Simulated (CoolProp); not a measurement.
Neopentane at several states: density (kg/m³) from the reference equation and from simpler models built on Tc = 433.7 K, pc = 3.196 MPa, ω = 0.196; each cubic takes its own stable root.

The numbers come from the reference Helmholtz-energy equation of state, Lemmon 2006 in CoolProp. It is a short technical equation, of lower accuracy than the large ones.

```csv
T (K),p (MPa),phase,reference,ideal gas,Redlich-Kwong
542.1,3.41,supercritical,66.64,54.58,67.91
359.4,0.038,gas,0.9243,0.9175,0.9239
523.9,0.942,gas,16.51,15.60,16.57
460,1.65,gas,37.09,31.13,37.22
```
